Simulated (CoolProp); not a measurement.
Vapour-liquid equilibrium of o-xylene (1) + n-decane (2) at 0.0199 MPa; x and y are mole fractions of (1).

Model: multi-fluid Helmholtz-energy mixture model, Zhou 2012 and Lemmon 2006; pair parameters Bell 2016, in CoolProp.

```
x      bubble temperature, mixture model (°C)  bubble temperature, Raoult's law (°C)  y, mixture model  y, Raoult's law
-----  --------------------------------------  -------------------------------------  ----------------  ---------------
0.05                                    117.5                                  117.5             0.115            0.118
0.125                                   114.6                                  114.5             0.265            0.269
0.2                                         …                                  111.8             0.391            0.395
0.275                                   109.3                                  109.3             0.497            0.500
0.35                                    107.0                                  107.0                 …            0.590
0.425                                   104.8                                  104.8                 …            0.666
0.5                                     102.7                                  102.8             0.730            0.732
0.575                                       …                                  100.9             0.786            0.789
0.65                                        …                                   99.1             0.836            0.838
0.725                                    97.3                                   97.4             0.879            0.881
0.8                                      95.8                                   95.8                 …            0.919
0.875                                    94.3                                   94.3             0.951            0.952
0.95                                     92.8                                   92.8                 …            0.982
```

Problem. Fill in the missing entries.

Solution. 
- 0.2, bubble temperature, mixture model (°C): 111.9
- 0.35, y, mixture model: 0.587
- 0.425, y, mixture model: 0.664
- 0.575, bubble temperature, mixture model (°C): 100.8
- 0.65, bubble temperature, mixture model (°C): 99.0
- 0.8, y, mixture model: 0.917
- 0.95, y, mixture model: 0.981

The largest gap from Raoult's law is +0.1 K in bubble temperature, at x = 0.125. No azeotrope shows between x = 0.05 and 0.95.

Pair parameters are fitted to limited data, so mixtures are less certain than the pure fluids.
